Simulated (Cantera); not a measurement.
Feed: 1 mol PbO, 0.25 mol O₂, 22 mol N₂, at 848 K and 975 Torr.

Method: chemical equilibrium by Gibbs-energy minimisation in Cantera with the NASA 1993 tables (ideal gas, pure condensed phases). Candidate condensed phases: Pb, PbO, PbO₂, Pb₃O₄; 12 gas species. Equilibrium is a limit: real reactors are often held back by kinetics, nucleation or transport.

What is the equilibrium state?


```json
{
 "x(N₂)": "0.989",
 "x(O₂)": "0.0112",
 "x(NO)": "1.13e-6",
 "n(PbO(yellow))": "1.00 mol",
 "gas_amount": "22.25 mol",
 "log10 activity of PbO₂(s) (absent)": "-2.55",
 "log10 activity of Pb(l) (absent)": "-7.36"
}
```
